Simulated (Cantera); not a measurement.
Source: NASA polynomial tables (part measured, part estimated), evaluated in Cantera. Values are per mole of reaction as written; species without (g) are pure solids or liquids, kept so even where they would boil at 1 bar.

O2(g) + 2 CsCl + H2(g) = Cl2(g) + 2 CsOH

```json
[
 {"T (K)": "650", "ΔH° (kJ)": "83.0", "ΔS° (J/K)": "-56.9", "ΔG° (kJ)": "119.9", "log10 K": "-9.64", "condensed phases": "CsCl(s), CsOH(l)"},
 {"T (K)": "750", "ΔH° (kJ)": "[?]", "ΔS° (J/K)": "[?]", "ΔG° (kJ)": "[?]", "log10 K": "[?]", "condensed phases": "CsCl(s), CsOH(l)"},
 {"T (K)": "850", "ΔH° (kJ)": "77.9", "ΔS° (J/K)": "-63.7", "ΔG° (kJ)": "132.0", "log10 K": "-8.11", "condensed phases": "CsCl(s), CsOH(l)"},
 {"T (K)": "950", "ΔH° (kJ)": "[?]", "ΔS° (J/K)": "[?]", "ΔG° (kJ)": "[?]", "log10 K": "[?]", "condensed phases": "CsCl(l), CsOH(l)"},
 {"T (K)": "1050", "ΔH° (kJ)": "[?]", "ΔS° (J/K)": "[?]", "ΔG° (kJ)": "[?]", "log10 K": "[?]", "condensed phases": "CsCl(l), CsOH(l)"},
 {"T (K)": "1150", "ΔH° (kJ)": "[?]", "ΔS° (J/K)": "[?]", "ΔG° (kJ)": "[?]", "log10 K": "[?]", "condensed phases": "CsCl(l), CsOH(l)"},
 {"T (K)": "1250", "ΔH° (kJ)": "40.0", "ΔS° (J/K)": "-103.8", "ΔG° (kJ)": "169.8", "log10 K": "-7.09", "condensed phases": "CsCl(l), CsOH(l)"}
]
```

Task: Some entries are withheld; supply them.

Result: 
- 750, ΔH° (kJ): 76.9
- 750, ΔS° (J/K): -64.9
- 750, ΔG° (kJ): 125.6
- 750, log10 K: -8.75
- 950, ΔH° (kJ): 46.0
- 950, ΔS° (J/K): -98.3
- 950, ΔG° (kJ): 139.4
- 950, log10 K: -7.67
- 1050, ΔH° (kJ): 44.1
- 1050, ΔS° (J/K): -100.3
- 1050, ΔG° (kJ): 149.4
- 1050, log10 K: -7.43
- 1150, ΔH° (kJ): 42.1
- 1150, ΔS° (J/K): -102.1
- 1150, ΔG° (kJ): 159.5
- 1150, log10 K: -7.24
